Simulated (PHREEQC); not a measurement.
A PHREEQC input (ion-association model, wateq4f.dat):

```
SOLUTION 1
  temp 79
  units mg/L
  pH 12.5
  pe 10.8
  Na 0.554
  K 0.0169
  Ca 0.278
  Mg 0.0174
  Cl 0.404
  S(6) 0.0597 as SO4
  Alkalinity 1.78 as HCO3
  Pb 0.00221
  Ba 0.0558
  O(0) 0.000193
  Sr 0.00455
  Li 8.24e-05
END
USE solution 1
EQUILIBRIUM_PHASES 1
  CO2(g) -2.5 10
END
```

It stops with these messages:

```
WARNING: Maximum iterations exceeded, 100
WARNING: Maximum iterations exceeded, 100
WARNING: The program has failed to converge to a numerical solution.
ERROR:           Alkalinity has not converged. Total: 2.918698e-05	Calculated: 1.206846e+00	Residual: -1.206817e+00
ERROR: Is non-carbonate alkalinity greater than total alkalinity?
ERROR:                   Ba has not converged. Total: 4.065109e-07	Calculated: 1.031978e-06	Residual: -6.254670e-07
ERROR:                   Ca has not converged. Total: 6.939882e-06	Calculated: 1.542493e-05	Residual: -8.485048e-06
ERROR:                   Cl has not converged. Total: 1.140154e-05	Calculated: 1.832758e-05	Residual: -6.926043e-06
ERROR:                    K has not converged. Total: 4.324369e-07	Calculated: 6.951305e-07	Residual: -2.626936e-07
ERROR:                   Li has not converged. Total: 1.188134e-08	Calculated: 1.724434e-08	Residual: -5.363002e-09
ERROR:                   Mg has not converged. Total: 7.160834e-07	Calculated: 8.651876e-07	Residual: -1.491043e-07
ERROR:                   Na has not converged. Total: 2.411069e-05	Calculated: 3.587885e-05	Residual: -1.176817e-05
ERROR:                 O(0) has not converged. Total: 1.206903e-08	Calculated: 1.096488e-08	Residual: 1.104153e-09
ERROR:                   Pb has not converged. Total: 1.067231e-08	Calculated: 2.779869e-09	Residual: 7.892443e-09
ERROR:                 S(6) has not converged. Total: 6.217971e-07	Calculated: 1.635642e-06	Residual: -1.013845e-06
ERROR:                   Sr has not converged. Total: 5.195689e-08	Calculated: 1.161768e-07	Residual: -6.421986e-08
ERROR:                   Mu Ionic strength has not converged. 	Residual: -1.554294e-01
ERROR:               A(H2O) Activity of water has not converged. 	Residual: 2.051494e-02
ERROR: Model failed to converge for initial solution  1.
```

Problem. Find the cause and the fix.

Solution. The fault: pH typed as 12.5 with the alkalinity kept. The line should read `pH 6.25` where the input has `pH 12.5`. With the mend the run ends at pH 6.19 and ionic strength 5.07e-5 mol/kgw.
